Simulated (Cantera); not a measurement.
N2O furnace oxynitridation

An isothermal, constant-pressure homogeneous reactor starts with N2O : O2 = 0.11 : 1.2 (molar parts), at 1523 K and 760 Torr.

Cantera simulation using GRI-Mech 3.0 (53 species, 325 reactions); the numbers are that mechanism's predictions, not measurements. GRI-Mech 3.0 was tuned for natural gas; its chemistry of N2O as a main component is partial and can be far from experiment.

```tsv
t (s)	x N2O	x O2	x NO	x NO2	x N2	x O
4.00e-5	0.0838	0.916	2.94e-5	5.86e-9	0.000163	6.45e-5
0.000107	0.0834	0.916	0.000125	9.55e-8	0.000501	8.29e-5
0.000286	0.0823	0.916	0.000401	8.40e-7	0.00143	8.46e-5
0.000765	0.0794	0.916	0.00112	4.62e-6	0.00385	8.40e-5
0.00205	0.0722	0.915	0.00288	1.67e-5	0.00986	8.19e-5
0.00547	0.0564	0.914	0.00665	4.37e-5	0.0231	7.63e-5
0.0146	0.0306	0.912	0.0124	8.60e-5	0.0449	6.11e-5
0.0391	0.00793	0.911	0.0164	0.000123	0.0647	2.97e-5
0.105	0.000501	0.911	0.0170	0.000164	0.0715	7.15e-6
0.280	7.06e-7	0.911	0.0170	0.000177	0.0720	5.27e-6
0.748	1.09e-7	0.911	0.0170	0.000177	0.0720	5.26e-6
2.00	1.09e-7	0.911	0.0170	0.000177	0.0720	5.26e-6
```
x: mole fraction; the columns are a selection and need not sum to one.

Equilibrium at this temperature and pressure: N2O 1.79e-8, O2 0.919, NO 0.000916, NO2 9.61e-6, N2 0.0801, O 5.29e-6 (gas phase only).
